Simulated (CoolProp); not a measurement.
Saturation properties of dodecamethylcyclohexasiloxane (D6).

Computed with CoolProp (reference Helmholtz-energy equation of state, Colonna 2008). It is a short technical equation, of lower accuracy than the large ones.

| T (K) | p (MPa) | liquid density (kg/m³) | vapour density (kg/m³) |
|---|---|---|---|
| 427.5 | 0.007662 | 822.5 | 0.9710 |
| 430.3 | 0.008483 | 819.1 | 1.069 |
| 433.1 | 0.009375 | 815.8 | 1.175 |
| 435.9 | 0.01034 | 812.4 | 1.290 |
| 438.7 | 0.01139 | 809.1 | 1.414 |
| 441.5 | 0.01253 | 805.7 | 1.547 |
| 444.3 | 0.01375 | 802.3 | 1.690 |
| 447 | 0.01502 | 799.0 | 1.838 |
| 449.8 | 0.01645 | 795.6 | 2.002 |
| 452.6 | 0.01797 | 792.1 | 2.179 |

It boils at 518.1 K under 1 atm.
